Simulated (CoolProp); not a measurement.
Vapour-liquid equilibrium of propane (1) + c-C4F8 (RC318) (2) at 120 kPa; x and y are mole fractions of (1).

Computed with CoolProp (multi-fluid Helmholtz-energy mixture model, Lemmon 2009 and Platzer 1990; pair parameters Bell 2016). This equation is an older, rougher fit; its heat capacities, sound speeds and derivatives of the liquid may be far off and weren't checked against measurements.

```
x      bubble temperature, mixture model (K)  bubble temperature, Raoult's law (K)  y, mixture model  y, Raoult's law
-----  -------------------------------------  ------------------------------------  ----------------  ---------------
0.05                                   261.0                                 268.0             0.369            0.169
0.125                                  250.4                                 263.6             0.635            0.365
0.2                                    244.1                                 259.6             0.748            0.511
0.275                                  240.5                                 256.1             0.801            0.622
0.35                                   238.5                                 252.9             0.828            0.708
0.425                                  237.5                                 250.1             0.843            0.774
0.5                                    236.9                                 247.5             0.851            0.827
0.575                                  236.5                                 245.2             0.858            0.869
0.65                                   236.2                                 243.0             0.864            0.904
0.725                                  235.9                                 241.0             0.873            0.932
0.8                                    235.5                                 239.2             0.887            0.955
0.875                                  235.2                                 237.5             0.911            0.974
0.95                                   234.9                                 235.9             0.953            0.991
```

The largest gap from Raoult's law is -15.6 K in bubble temperature, at x = 0.275. No azeotrope shows between x = 0.05 and 0.95.

The pair parameters rest on a limited set of measurements; away from them the model extrapolates. With so large a gap from Raoult's law the liquid may split in two, which this calculation doesn't test in full.
